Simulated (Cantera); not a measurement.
A perfectly stirred reactor is fed with CH₄ : O₂ : N₂ : H₂O = 0.029 : 0.0058 : 1 : 0.0033 (molar parts), equivalence ratio 10, at 0.860 bar; it is held at 1373 K, and followed from long to short residence time.

Cantera simulation using GRI-Mech 3.0 (53 species, 325 reactions); the numbers are that mechanism's predictions, not measurements. GRI-Mech 3.0 stops at C3 and has no aromatics, soot or wall deposition, so with more carbon than oxygen in the feed, carbon stays in small species such as C2H2 where larger ones or solid carbon would form.

Q: Predict: x(CH₄) at τ = 0.440 s; x(O₂) at τ = 0.440 s; x(CH₂) at τ = 0.440 s; x(CH₄) at τ = 43.0 ms; x(O₂) at τ = 43.0 ms.

A: 
- x(CH₄) at τ = 0.440 s = 0.0233
- x(O₂) at τ = 0.440 s = 0.00324
- x(CH₂) at τ = 0.440 s = 1.75e-9
- x(CH₄) at τ = 43.0 ms = 0.0278
- x(O₂) at τ = 43.0 ms = 0.00554
